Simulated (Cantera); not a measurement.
Charge: 1 mol Si₃N₄, 1.8 mol N₂O, 1.4 mol N₂, 0.0025 mol O₂, at 1475 K and 14.0 Pa.

These are equilibrium values from Cantera (NASA tables, ideal gas, pure condensed phases), not measurements of a reactor. Candidate condensed phases: Si, SiO₂, Si₂N₂O, Si₃N₄; 16 gas species. Kinetics and transport are ignored.

Base state: N₂ 0.868, SiO 0.132 (mole fractions); condensed: Si₂N₂O(s).

**Question.** What changes in the equilibrium state with this change: Si₃N₄ replaced by Si?

**Answer.** 
| species | before | after |
|---|---|---|
| N₂ | 0.868 | 0.943 |
| SiO | 0.132 | 0.0574 |
| Si₂N₂O(s), mol | 1.20 | 0 |
| SiO₂(β-quartz), mol | 0 | 0.805 |
The tables hold silica as quartz up to 1696 K and as liquid above; real silica turns to tridymite and cristobalite and melts near 1996 K.
